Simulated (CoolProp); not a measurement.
Properties of oxygen along the isobar 27000 kPa (Tc = 154.6 K, pc = 5046 kPa, ω = 0.022).

Model: reference Helmholtz-energy equation of state, Schmidt 1985, in CoolProp.

```json
[
 {"T (K)": "87.9", "phase": "liquid", "density (kg/m³)": "1201", "cv (kJ/(kg K))": "0.9844", "speed of sound (m/s)": "1028", "conductivity (mW/(m K))": "172", "fugacity coefficient": "0.007778"},
 {"T (K)": "111.1", "phase": "liquid", "density (kg/m³)": "1106", "cv (kJ/(kg K))": "0.9081", "speed of sound (m/s)": "887.0", "conductivity (mW/(m K))": "144", "fugacity coefficient": "0.04588"},
 {"T (K)": "134.2", "phase": "liquid", "density (kg/m³)": "1006", "cv (kJ/(kg K))": "0.8522", "speed of sound (m/s)": "754.2", "conductivity (mW/(m K))": "119", "fugacity coefficient": "0.1323"},
 {"T (K)": "157.4", "phase": "supercritical", "density (kg/m³)": "897.4", "cv (kJ/(kg K))": "0.8111", "speed of sound (m/s)": "630.7", "conductivity (mW/(m K))": "95.2", "fugacity coefficient": "0.2609"},
 {"T (K)": "180.6", "phase": "supercritical", "density (kg/m³)": "779.7", "cv (kJ/(kg K))": "0.7819", "speed of sound (m/s)": "525.4", "conductivity (mW/(m K))": "76.3", "fugacity coefficient": "0.4079"},
 {"T (K)": "203.7", "phase": "supercritical", "density (kg/m³)": "660.5", "cv (kJ/(kg K))": "0.7601", "speed of sound (m/s)": "450.8", "conductivity (mW/(m K))": "62.8", "fugacity coefficient": "0.5483"},
 {"T (K)": "226.9", "phase": "supercritical", "density (kg/m³)": "553.9", "cv (kJ/(kg K))": "0.7412", "speed of sound (m/s)": "410.7", "conductivity (mW/(m K))": "54.0", "fugacity coefficient": "0.6686"},
 {"T (K)": "250.1", "phase": "supercritical", "density (kg/m³)": "470.5", "cv (kJ/(kg K))": "0.7252", "speed of sound (m/s)": "396.0", "conductivity (mW/(m K))": "48.5", "fugacity coefficient": "0.7642"},
 {"T (K)": "273.2", "phase": "supercritical", "density (kg/m³)": "408.6", "cv (kJ/(kg K))": "0.7139", "speed of sound (m/s)": "394.5", "conductivity (mW/(m K))": "45.3", "fugacity coefficient": "0.8376"},
 {"T (K)": "296.4", "phase": "supercritical", "density (kg/m³)": "362.1", "cv (kJ/(kg K))": "0.7067", "speed of sound (m/s)": "399.3", "conductivity (mW/(m K))": "43.6", "fugacity coefficient": "0.8940"}
]
```

Thermal conductivity comes from a separate model (Lemmon 2004).
